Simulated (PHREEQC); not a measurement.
**Copper plating or etch bath**

Solution (20 °C): 0.032 mol CuSO4, 0.0086 mol HNO3 and 0.027 mol FeCl3 per kg of water. Closed to the air; pH follows from the charge balance.

Model: ion-association model, phreeqc.dat, run in PHREEQC.

No solid was allowed to form.

### Question
What pH does the model give?

### Answer
pH 2.17.

### Question
In which forms is S present?

### Answer
FeSO4+ 52 %, SO4-2 22 %, CuSO4 13 %, HSO4- 5.6 %, Fe(SO4)2- 5.1 %, FeHSO4+2 2.2 % of the S.

Saturation is exceeded, for instance for Hematite (slow to form), Goethite (slow to form); the values hold only as long as no solid forms. Complexes and solids missing from the database can't appear.
